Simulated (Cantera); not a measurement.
Feed: 1 mol C₂H₆, 3.1 mol H₂O, 87 mol H₂, 0.045 mol NH₃, equilibrated at 552 °C and 19000 Pa.

Method: chemical equilibrium by Gibbs-energy minimisation in Cantera with the NASA 1993 tables (ideal gas, pure condensed phases). Candidate condensed phases: C, C₆H₆, C₇H₈, C₈H₁₈, H₂O; 136 gas species. Rates play no part.

Base state: H₂ 0.946, H₂O 0.0316, CH₄ 0.0198, CO 0.00180, N₂ 0.000243, CO₂ 0.000214 (mole fractions); condensed: gas only.

Question: What changes in the equilibrium state with this change: pressure from 19000 Pa to 10000 Pa?

Answer: 
```tsv
species	before	after
H₂	0.946	0.950
H₂O	0.0316	0.0279
CH₄	0.0198	0.0165
CO	0.00180	0.00471
CO₂	0.000214	0.000494
N₂	0.000243	0.000242
```

Question: What changes in the equilibrium state with this change: temperature from 552 °C to 1852 °C?

Answer: 
```tsv
species	before	after
H₂	0.946	0.959
CO	0.00180	0.0209
H₂O	0.0316	0.0114
CH₄	0.0198	1.33e-9
H	<1e-9	0.00816
OH	<1e-9	1.21e-5
CO₂	0.000214	4.95e-5
```
